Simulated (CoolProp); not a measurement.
Saturation properties of R141b.

The numbers come from the reference Helmholtz-energy equation of state, Lemmon 2006 in CoolProp. It is a short technical equation, of lower accuracy than the large ones.

```json
[
 {"T (°C)": "75.05", "p (bar)": "3.714", "vapour density (kg/m³)": "16.55", "liquid viscosity (µPa s)": "241"},
 {"T (°C)": "89.45", "p (bar)": "5.312", "vapour density (kg/m³)": "23.38", "liquid viscosity (µPa s)": "210"},
 {"T (°C)": "103.85", "p (bar)": "7.374", "vapour density (kg/m³)": "32.29", "liquid viscosity (µPa s)": "183"},
 {"T (°C)": "118.15", "p (bar)": "9.954", "vapour density (kg/m³)": "43.74", "liquid viscosity (µPa s)": "159"},
 {"T (°C)": "132.55", "p (bar)": "13.17", "vapour density (kg/m³)": "58.63", "liquid viscosity (µPa s)": "139"},
 {"T (°C)": "146.95", "p (bar)": "17.08", "vapour density (kg/m³)": "78.08", "liquid viscosity (µPa s)": "120"},
 {"T (°C)": "161.35", "p (bar)": "21.80", "vapour density (kg/m³)": "104.1", "liquid viscosity (µPa s)": "102"},
 {"T (°C)": "175.75", "p (bar)": "27.43", "vapour density (kg/m³)": "140.7", "liquid viscosity (µPa s)": "85.8"},
 {"T (°C)": "190.05", "p (bar)": "34.08", "vapour density (kg/m³)": "198.7", "liquid viscosity (µPa s)": "68.6"}
]
```

It boils at 32.0 °C under 1 atm.

Viscosity comes from a separate model (Huber 2003), an estimate that may be off by 10 % or more.
